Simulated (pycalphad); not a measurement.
An equivalent pycalphad script:

```python
from pycalphad import Database, equilibrium, calculate, variables as v
import numpy as np
db = Database('COST507.tdb')
comps = ['SN', 'SI', 'VA']
phases = ['BCT_A5', 'DIAMOND_A4', 'LIQUID']
eq = equilibrium(db, comps, phases, {v.X('SI'): 0.4485, v.T: np.arange(2350, 499, -40), v.P: 101325, v.N: 1}, output=['HM', 'SM'])
```

Source of the numbers: pycalphad with the COST 507 light-alloy database (1999); pressure 1 atm. The data set is of 1999 and partly superseded. Phase fractions are per mole of atoms.

Results at three of the temperatures:

```
T = 1630.00 K, P = 101325 Pa, N = 1 mol of atoms
G = -108726 J/mol, H = 69058 J/mol, S = 109.07 J/(mol K)  (SER reference)
chemical potentials (J/mol): Sn -143760, Si -65646
phase             fraction      x(Sn)      x(Si)
LIQUID              1.0000     0.5515     0.4485
```

```
T = 910.00 K, P = 101325 Pa, N = 1 mol of atoms
G = -46942 J/mol, H = 20173 J/mol, S = 73.75 J/(mol K)  (SER reference)
chemical potentials (J/mol): Sn -63784, Si -26232
phase             fraction      x(Sn)      x(Si)
LIQUID              0.5523     0.9986     0.0014
DIAMOND_A4          0.4477    4.4e-07     1.0000
```

```
T = 830.00 K, P = 101325 Pa, N = 1 mol of atoms
G = -41142 J/mol, H = 17958 J/mol, S = 71.21 J/(mol K)  (SER reference)
chemical potentials (J/mol): Sn -56110, Si -22736
phase             fraction      x(Sn)      x(Si)
LIQUID              0.5518     0.9995   0.000507
DIAMOND_A4          0.4482    4.3e-07     1.0000
```

Changes of the phase set, refined by bisection:

```
T (K)   phases above         phases below
------  ------------  -------------------
1604.5        LIQUID  DIAMOND_A4 + LIQUID
```

DIAMOND_A4 is diamond (Si).
